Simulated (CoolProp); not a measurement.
Vapour-liquid equilibrium of propane (1) + n-butane (2) at 0.293 bar; x and y are mole fractions of (1).

Model: multi-fluid Helmholtz-energy mixture model, Lemmon 2009 and Bücker 2006; pair parameters Kunz 2012, in CoolProp.

Question: Give the bubble temperature and the first vapour's composition at x = 0.35, 0.55, 0.85. Is there an azeotrope?

Answer: x = 0.35: 222.3 K, y = 0.798; x = 0.55: 215.7 K, y = 0.908; x = 0.85: 208.9 K, y = 0.980. No azeotrope shows between x = 0.05 and 0.95.

Pair parameters are fitted to limited data, so mixtures are less certain than the pure fluids.
